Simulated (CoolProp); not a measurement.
Vapour-liquid equilibrium of dimethyl carbonate (1) + n-nonane (2) at 1.55 bar; x and y are mole fractions of (1).

Values from CoolProp's multi-fluid Helmholtz-energy mixture model, Zhou 2011 and Lemmon 2006; pair parameters Bell 2016.

```tsv
x	bubble temperature, mixture model (K)	bubble temperature, Raoult's law (K)	y, mixture model	y, Raoult's law
0.05	425.8	433.6	0.330	0.203
0.15	405.5	422.0	0.648	0.472
0.25	___	412.9	0.770	0.637
0.35	388.0	405.5	0.826	0.746
0.45	384.5	399.3	0.855	0.822
0.55	382.5	394.0	___	0.876
0.65	381.1	389.5	0.888	0.917
0.75	380.0	385.5	___	0.948
0.85	378.8	381.9	0.926	0.972
0.95	377.7	378.7	0.967	0.992
```

Task: What belongs in the gaps?

Result: 
- 0.25, bubble temperature, mixture model (K): 394.2
- 0.55, y, mixture model: 0.874
- 0.75, y, mixture model: 0.903

The largest gap from Raoult's law is -18.7 K in bubble temperature, at x = 0.25. No azeotrope shows between x = 0.05 and 0.95.

Pair parameters are fitted to limited data, so mixtures are less certain than the pure fluids. With so large a gap from Raoult's law the liquid may split in two, which this calculation doesn't test in full.
